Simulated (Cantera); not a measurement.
Cantera with NASA thermochemical tables; ideal gases at 1 bar, condensed phases pure. Values are per mole of reaction as written; species without (g) are pure solids or liquids, kept so even where they would boil at 1 bar.

Question: Between 548 and 1348 K, where is each reaction favourable under standard conditions?
- H2O(g) + Cu2O = Cu(OH)2 + Cu

Answer: 
- H2O(g) + Cu2O = Cu(OH)2 + Cu: ΔG° is 37 kJ at 548 K and 127 kJ at 1348 K; it stays positive (K < 1). ΔH° is -12 kJ and ΔS° -103 J/K at 1348 K.
